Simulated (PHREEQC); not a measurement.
## Acid mine or pickling water

Model water analysis in mmol/kgw, 85 °C, pH 2.01, pe 8.7:

```json
[
 {"constituent": "Na", "mmol/kgw": "2.44"},
 {"constituent": "K", "mmol/kgw": "0.000338"},
 {"constituent": "Ca", "mmol/kgw": "2.69"},
 {"constituent": "Mg", "mmol/kgw": "2.32"},
 {"constituent": "Cl", "mmol/kgw": "3.47"},
 {"constituent": "S(6)", "mmol/kgw": "14.1"},
 {"constituent": "Mn(2)", "mmol/kgw": "0.00452"}
]
```

Cl is adjusted to close the charge balance.
Valence states are taken as typed.

Equilibrium calculation in PHREEQC: ion-association model, wateq4f.dat.

This is a speciation only: nothing precipitates in the calculation.

Question: Predict the ionic strength.

Answer: ionic strength 0.0273 mol/kgw.

Question: In which forms is Mg present?

Answer: Mg+2 58 %, MgSO4 42 % of the Mg.

Constants without temperature data keep their 25 °C values here.
